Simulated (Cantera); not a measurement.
**Adiabatic ignition**

An adiabatic, constant-volume homogeneous reactor starts with 3.09 % C2H4, 19.3 % O2, 72.6 % N2, 4.95 % H2O, at 1350 K and 1.00 bar.

Detailed kinetics in Cantera: GRI-Mech 3.0 (53 species, 325 reactions). GRI-Mech 3.0 was tuned for natural gas; its chemistry of ethylene as a main component is partial and can be far from experiment.

```
t (s)     T (K)  P (bar)  x C2H4    x O2   x H2O     x H2     x HCO     x CH2       x H
--------  -----  -------  ------  ------  ------  -------  --------  --------  --------
4.00e-6    1350     1.00  0.0309   0.193  0.0495  7.52e-8  1.28e-11    <1e-12  2.65e-10
1.23e-5    1350    1.000  0.0309   0.193  0.0495  2.35e-7  1.18e-10    <1e-12   2.74e-9
3.81e-5    1350     1.00  0.0309   0.193  0.0495  1.74e-6   2.68e-8  1.54e-11   6.28e-7
0.000118   2273     1.73  <1e-12  0.0991  0.0931  0.00485   1.48e-8    <1e-12   0.00536
0.000363   2520     1.88  <1e-12  0.0984   0.103  0.00163   1.20e-9    <1e-12  0.000844
0.00112    2521     1.88  <1e-12  0.0978   0.103  0.00159   1.13e-9    <1e-12  0.000806
0.00346    2515     1.88  <1e-12  0.0963   0.103  0.00156   1.07e-9    <1e-12  0.000780
0.0107     2504     1.87  <1e-12  0.0935   0.103  0.00151  9.88e-10    <1e-12  0.000734
0.0330     2498     1.87  <1e-12  0.0918   0.103  0.00148  9.38e-10    <1e-12  0.000708
0.102      2498     1.86  <1e-12  0.0917   0.103  0.00148  9.35e-10    <1e-12  0.000706
0.315      2498     1.86  <1e-12  0.0917   0.103  0.00148  9.35e-10    <1e-12  0.000706
0.972      2498     1.86  <1e-12  0.0917   0.103  0.00148  9.35e-10    <1e-12  0.000706
3.00       2498     1.86  <1e-12  0.0917   0.103  0.00148  9.35e-10    <1e-12  0.000706
```
x: mole fraction; the columns are a selection and need not sum to one.

```json
{
 "time_of_steepest_temperature_rise": "80.7 µs",
 "temperature at 3.00 s": "2498 K",
 "equilibrium_temperature": "2498 K",
 "x(C2H4) at 3.00 s": "<1e-12 (gas-phase equilibrium <1e-12)",
 "x(O2) at 3.00 s": "0.0917 (gas-phase equilibrium 0.0917)",
 "x(H2O) at 3.00 s": "0.103 (gas-phase equilibrium 0.103)"
}
```
